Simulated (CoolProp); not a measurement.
Tetrahydrofuran along the isobar 40.3 bar: density (kg/m³) from the reference equation and from simpler models built on Tc = 267.0 °C, pc = 53.04 bar, ω = 0.234; each cubic takes its own stable root.

Values from CoolProp's reference Helmholtz-energy equation of state, Fiedler 2023.

```json
[
 {"T (°C)": "7.95", "phase": "liquid", "reference": "903.7", "van der Waals": "558.2", "Redlich-Kwong": "822.8", "Soave-Redlich-Kwong": "838.1", "Peng-Robinson": "942.8"},
 {"T (°C)": "17.45", "phase": "liquid", "reference": "893.5", "van der Waals": "553.0", "Redlich-Kwong": "813.8", "Soave-Redlich-Kwong": "830.1", "Peng-Robinson": "934.2"},
 {"T (°C)": "26.95", "phase": "liquid", "reference": "883.3", "van der Waals": "547.6", "Redlich-Kwong": "804.4", "Soave-Redlich-Kwong": "821.7", "Peng-Robinson": "925.3"},
 {"T (°C)": "36.45", "phase": "liquid", "reference": "873.0", "van der Waals": "542.0", "Redlich-Kwong": "794.8", "Soave-Redlich-Kwong": "813.0", "Peng-Robinson": "915.9"},
 {"T (°C)": "46.05", "phase": "liquid", "reference": "862.5", "van der Waals": "536.3", "Redlich-Kwong": "784.8", "Soave-Redlich-Kwong": "803.9", "Peng-Robinson": "906.1"},
 {"T (°C)": "55.55", "phase": "liquid", "reference": "852.0", "van der Waals": "530.5", "Redlich-Kwong": "774.6", "Soave-Redlich-Kwong": "794.6", "Peng-Robinson": "896.0"},
 {"T (°C)": "65.05", "phase": "liquid", "reference": "841.3", "van der Waals": "524.6", "Redlich-Kwong": "764.1", "Soave-Redlich-Kwong": "784.8", "Peng-Robinson": "885.5"},
 {"T (°C)": "74.55", "phase": "liquid", "reference": "830.5", "van der Waals": "518.4", "Redlich-Kwong": "753.2", "Soave-Redlich-Kwong": "774.7", "Peng-Robinson": "874.5"},
 {"T (°C)": "84.05", "phase": "liquid", "reference": "819.6", "van der Waals": "512.1", "Redlich-Kwong": "741.9", "Soave-Redlich-Kwong": "764.2", "Peng-Robinson": "863.1"},
 {"T (°C)": "93.55", "phase": "liquid", "reference": "808.4", "van der Waals": "505.6", "Redlich-Kwong": "730.3", "Soave-Redlich-Kwong": "753.3", "Peng-Robinson": "851.0"},
 {"T (°C)": "103.05", "phase": "liquid", "reference": "797.1", "van der Waals": "498.9", "Redlich-Kwong": "718.2", "Soave-Redlich-Kwong": "741.8", "Peng-Robinson": "838.5"},
 {"T (°C)": "112.55", "phase": "liquid", "reference": "785.5", "van der Waals": "491.9", "Redlich-Kwong": "705.7", "Soave-Redlich-Kwong": "729.8", "Peng-Robinson": "825.3"},
 {"T (°C)": "122.05", "phase": "liquid", "reference": "773.6", "van der Waals": "484.6", "Redlich-Kwong": "692.7", "Soave-Redlich-Kwong": "717.3", "Peng-Robinson": "811.4"},
 {"T (°C)": "131.55", "phase": "liquid", "reference": "761.4", "van der Waals": "477.0", "Redlich-Kwong": "679.2", "Soave-Redlich-Kwong": "704.2", "Peng-Robinson": "796.8"}
]
```
